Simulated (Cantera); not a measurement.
Input (Python, Cantera) and output of one run.

```python
import numpy as np
import cantera as ct

gas_names = """
    H HNO HNO2 HNO3 HO2 H2 H2O H2O2 N NH NH2 NH3 NH2OH NO NO2 NO3 N2 N2H2 N2H4 N2O O OH O2 O3 Si SiH
    SiH2 SiH3 SiH4 SiN SiO SiO2 Si2 Si2N Si3
""".split()
cond_names = """
    H2O(s) H2O(L) Si(cr) Si(L) SiO2(Lqz) SiO2(hqz) SiO2(L) Si2N2O(s) Si3N4(a)
""".split()


# ... load() reads the species with a 1 bar reference pressure and builds the phases ...
atoms = {
    'Si3N4': {'Si': 3, 'N': 4},
    'O2': {'O': 2},
    'H2': {'H': 2},
}
top_T = {'Si2N2O(s)': 2100, 'Si3N4(a)': 2400}  # K; cautious upper limits of use, not melting points


# ... equilibrate(T, P, feed) seeds the gas with the atoms and calls Mixture.equilibrate('TP', solver="vcs", rtol=1e-11, max_steps=5000) ...
results = []
feed = {'Si3N4': 1, 'O2': 0.0026, 'H2': 970}  # mol
T = 2123.15  # K
for P in [0.1, 1.5, 22, 320, 4600, 68000, 1000000]:
    mix = equilibrate(T, P, feed)
    results.append((T, P, feed, dict(zip(mix.species_names, mix.species_moles))))

top = {s: max(r[3][s] / sum(r[3][g] for g in gas_names) for r in results) for s in gas_names}
cols = sorted((s for s in top if top[s] > 1e-05), key=lambda s: -top[s])[:8]
seen = [c for c in cond_names if any(r[3].get(c, 0) > 1e-12 for r in results)]
print("log10 of partial pressures in bar; condensed amounts in mol")
print(f"{'P/Pa':>10s}" + "".join(f"{s[:9]:>10s}" for s in cols + seen))
for T, P, feed, n in results:
    ng = sum(n[g] for g in gas_names)
    print(f"{P:10.4g}" + "".join(f"{np.log10(max(n[s] / ng * P / 1e5, 1e-99)):10.3f}" for s in cols)
          + "".join(f"{n.get(c, 0):10.4g}" for c in seen))
```

Output:

```
log10 of partial pressures in bar; condensed amounts in mol
      P/Pa        H2         H        Si        N2       SiH      SiH2       Si2     Si(L)
       0.1    -7.173    -6.031    -8.784    -8.960   -12.658   -15.877   -15.664         0
       1.5    -5.216    -5.053    -7.489    -7.664   -10.384   -12.624   -13.073         0
        22    -3.765    -4.327    -6.222    -6.395    -8.392    -9.906   -10.540         0
       320    -2.525    -3.707    -5.035    -5.196    -6.585    -7.479    -8.166         0
      4600    -1.347    -3.118    -3.930    -4.030    -4.890    -5.195    -5.954         0
   6.8e+04    -0.171    -2.530    -3.769    -2.856    -4.141    -3.858    -5.632     2.433
     1e+06     0.998    -1.946    -3.769    -1.688    -3.556    -2.689    -5.632      2.74
```

Cantera equilibrium calculation (NASA polynomials, part measured and part estimated; ideal gas, pure solids and liquids). Gases not in the tables: Si2H6 and higher silanes.
